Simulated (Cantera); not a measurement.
Input: 1 mol Si, 1.3 mol N₂O, 3.3 mol H₂, equilibrated at 1898.15 K and 10.0 mbar.

Method: chemical equilibrium by Gibbs-energy minimisation in Cantera with the NASA 1993 tables (ideal gas, pure condensed phases). Candidate condensed phases: H₂O, Si, SiO₂, Si₂N₂O, Si₃N₄; 35 gas species. The tables hold silica as quartz up to 1696 K and as liquid above; real silica turns to tridymite and cristobalite and melts near 1996 K. The numbers say what is thermodynamically allowed, not how fast it happens.

Base state: H₂ 0.608, N₂ 0.243, SiO 0.137, H 0.00610, H₂O 0.00596 (mole fractions); condensed: SiO₂(condensed).

Task: What changes in the equilibrium state with this change: Si replaced by SiC?

Result: 
```
species                before     after
--------------------  -------  --------
H₂                      0.608     0.554
N₂                      0.243     0.219
CO                          0     0.110
SiO                     0.137     0.110
HCN                         0  0.000287
HNC                         0   1.34e-5
H₂O                   0.00596   1.28e-6
SiO₂(condensed), mol    0.268         0
SiC(s), mol                 0     0.347
```
Gases not in the tables: Si₂H₆ and higher silanes. Further candidate phases: C, C₆H₆, C₇H₈, C₈H₁₈, SiC.
